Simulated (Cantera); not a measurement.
A perfectly stirred reactor is fed with NH3 : N2 = 1 : 2.4 (molar parts), at 21.0 Torr; it is held at 2325 K, and followed from long to short residence time.

Cantera simulation using the gas-phase N/H chemistry of the illustrative SiF4/NH3 mechanism in the Surface Chemkin manual (1991); the numbers are that mechanism's predictions, not measurements. Walls and surfaces, which speed up NH3 decomposition in real reactors, are not modelled.

| quantity | before | after |
|---|---|---|
| x(NH3) at τ = 7.10 s | 0.000367 | 0.165 |
| x(N2H4) at τ = 7.10 s | 1.45e-12 | 3.33e-9 |
| x(H) at τ = 7.10 s | 0.00942 | 5.42e-5 |
| x(N2H2) at τ = 7.10 s | 1.30e-8 | 6.17e-7 |
| x(NH) at τ = 7.10 s | 1.93e-5 | 2.68e-6 |
| x(NH3) at τ = 34.0 ms | 0.168 | 0.293 |
| x(N2H4) at τ = 34.0 ms | 3.97e-9 | 5.17e-9 |
| x(H) at τ = 34.0 ms | 0.000476 | 3.08e-7 |
| x(N2H2) at τ = 34.0 ms | 4.58e-6 | 5.70e-7 |
| x(NH) at τ = 34.0 ms | 8.17e-5 | 8.44e-7 |

**Question.** Which change was made?
A) NH3 1 to 0.52 parts
B) NH3 1 to 1.7 parts
C) temperature 2325 to 1748 K
D) NH3 1 to 0.18 parts

**Answer.** C, temperature 2325 to 1748 K
